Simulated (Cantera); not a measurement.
Source: NASA polynomial tables (part measured, part estimated), evaluated in Cantera. Values are per mole of reaction as written; species without (g) are pure solids or liquids, kept so even where they would boil at 1 bar.

Question: Between 523 and 673 K, where is each reaction favourable under standard conditions?
- 10 N(g) + P4O10 = P4(g) + 10 NO(g)

Answer: 
- 10 N(g) + P4O10 = P4(g) + 10 NO(g): ΔG° is -1067 kJ at 523 K and -1150 kJ at 673 K; it stays negative (K > 1). ΔH° is -790 kJ and ΔS° 535 J/K at 673 K.
